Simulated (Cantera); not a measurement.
## Equilibrium for nitride etching: BN + O2 + N2

A closed system holds: 1 mol BN, 0.29 mol O2, 42 mol N2, at 90.0 Pa.

Method: chemical equilibrium by Gibbs-energy minimisation in Cantera with the NASA 1993 tables (ideal gas, pure condensed phases). Candidate condensed phases: B, BN, B2O3; 17 gas species. Mutual solubility and eutectic melting of coexisting phases are not modelled. Equilibrium is a limit: real reactors are often held back by kinetics, nucleation or transport.

| T (°C) | x N2 | x B2O3 | x B2O2 | x BO | x BO2 | x B2O | n BN(s) | n B2O3(l) |
|---|---|---|---|---|---|---|---|---|
| 752 | 1.00 | 1.20e-8 | 5.85e-12 | 3.25e-12 | <1e-12 | <1e-12 | 0.613 | 0.193 |
| 802 | 1.00 | 1.04e-7 | 1.07e-10 | 4.76e-11 | <1e-12 | <1e-12 | 0.613 | 0.193 |
| 852 | 1.000 | 7.41e-7 | 1.50e-9 | 5.46e-10 | 2.63e-12 | <1e-12 | 0.613 | 0.193 |
| 902 | 1.000 | 4.43e-6 | 1.68e-8 | 5.07e-9 | 2.08e-11 | <1e-12 | 0.613 | 0.193 |
| 952 | 1.000 | 2.28e-5 | 1.53e-7 | 3.91e-8 | 1.38e-10 | <1e-12 | 0.613 | 0.192 |
| 1002 | 1.000 | 0.000102 | 1.16e-6 | 2.56e-7 | 7.87e-10 | <1e-12 | 0.613 | 0.189 |
| 1052 | 1.000 | 0.000407 | 7.57e-6 | 1.45e-6 | 3.92e-9 | <1e-12 | 0.613 | 0.176 |
| 1102 | 0.998 | 0.00146 | 4.28e-5 | 7.20e-6 | 1.74e-8 | 3.85e-12 | 0.612 | 0.130 |
| 1152 | 0.995 | 0.00441 | 0.000203 | 3.11e-5 | 6.55e-8 | 4.72e-11 | 0.607 | 0 |
| 1202 | 0.995 | 0.00425 | 0.000423 | 8.52e-5 | 1.11e-7 | 3.41e-10 | 0.600 | 0 |
| 1252 | 0.995 | 0.00394 | 0.000820 | 0.000215 | 1.76e-7 | 2.13e-9 | 0.587 | 0 |
| 1302 | 0.995 | 0.00342 | 0.00145 | 0.000500 | 2.61e-7 | 1.15e-8 | 0.565 | 0 |
| 1352 | 0.994 | 0.00267 | 0.00229 | 0.00106 | 3.48e-7 | 5.40e-8 | 0.533 | 0 |
x: gas mole fraction; n: condensed amount in mol.

From 752 °C to 1102 °C the condensed part is BN(s) + B2O3(l). From 1152 °C to 1352 °C the condensed part is BN(s). The main B-bearing gas is B2O3 throughout.
